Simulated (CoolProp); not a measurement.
Properties of R236EA at several states (Tc = 412.4 K, pc = 3.414 MPa, ω = 0.368).

Values from CoolProp's reference Helmholtz-energy equation of state, Rui 2013.

| T (K) | p (MPa) | phase | cp (kJ/(kg K)) | Joule-Thomson coefficient (K/MPa) | isothermal compressibility (1/MPa) | Prandtl number | fugacity coefficient |
|---|---|---|---|---|---|---|---|
| 253.4 | 0.228 | liquid | 1.214 | -0.2879 | 0.001504 | 9.76 | 0.1340 |
| 310.2 | 6 | liquid | 1.255 | -0.1872 | 0.002890 | 5.78 | 0.05947 |
| 352.6 | 0.55 | gas | 1.0000 | 15.68 | 2.062 | 0.687 | 0.9028 |
| 310.6 | 0.106 | gas | 0.8845 | 21.07 | 9.742 | 0.655 | 0.9702 |

Viscosity comes from a separate model (Huber 2003), an estimate that may be off by 10 % or more. Thermal conductivity comes from a separate model (Huber 2003), an estimate that may be off by 10 % or more.
